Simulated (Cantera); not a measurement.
Charge: 1 mol Si3N4, 0.0044 mol C, 0.5 mol N2, held at 2348.15 K and 0.0353 Torr.

Equilibrium computed with Cantera from the NASA thermochemical tables; the gas is ideal and each condensed phase is pure. Candidate condensed phases: C, Si, SiC, Si3N4; 20 gas species. The tables' values for SiN are old estimates; treat these amounts as uncertain. Rates play no part.

Base state: Si 0.544, N2 0.455, SiN 0.000324, Si2C 0.000265, Si2 0.000207, SiC2 0.000194, CN 0.000124, C 1.80e-5 (mole fractions); condensed: gas only.

Q: What changes in the equilibrium state with this change: pressure from 0.0353 Torr to 1.28 Torr?

A: 
```
species    before     after
-------  --------  --------
Si          0.544     0.530
N2          0.455     0.459
Si2      0.000207   0.00707
Si3       6.85e-7  0.000826
C         1.80e-5   4.40e-8
Si2N      5.77e-6   0.00119
```

Q: What changes in the equilibrium state with this change: temperature from 2348.15 K to 1775 K?

A: 
| species | before | after |
|---|---|---|
| N2 | 0.455 | 0.952 |
| Si | 0.544 | 0.0467 |
| Si2C | 0.000265 | 0.000433 |
| Si2N | 5.77e-6 | 0.000247 |
| C | 1.80e-5 | <1e-9 |
| CN | 0.000124 | 6.27e-8 |
| Si(l), mol | 0 | 2.87 |
| SiC(s), mol | 0 | 0.00326 |
Mutual solubility and eutectic melting of coexisting phases are not modelled.

Q: What changes in the equilibrium state with this change: pressure from 0.0353 Torr to 750 Torr?

A: 
```
species        before     after
-----------  --------  --------
N2              0.455     0.998
Si              0.544   0.00141
SiN          0.000324  0.000182
SiC2         0.000194   6.16e-6
C             1.80e-5   2.95e-9
Si2N          5.77e-6  0.000179
CN           0.000124   4.40e-6
Si2          0.000207   2.97e-5
Si(l), mol          0      2.99
SiC(s), mol         0   0.00402
```
Mutual solubility and eutectic melting of coexisting phases are not modelled.
